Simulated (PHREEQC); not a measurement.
Dissolve 3.8 mmol/kgw CuSO4, 0.0031 mmol/kgw H2SO4 and 3.8 mmol/kgw NaCl at 25 °C. Closed to the air; pH follows from the charge balance.

Model: ion-association model, wateq4f.dat, run in PHREEQC.

**Question.** The ionic strength comes out as 0.0160 mol/kgw. What activity coefficients do H+, Na+, Cu+2, HSO4-, Cu2(OH)2+2 get?

**Answer.** H+ 0.90, Na+ 0.88, Cu+2 0.62, HSO4- 0.88, Cu2(OH)2+2 0.60.

No solid was allowed to form. Examples of supersaturated solids here: Antlerite, Brochantite. Others may be too.
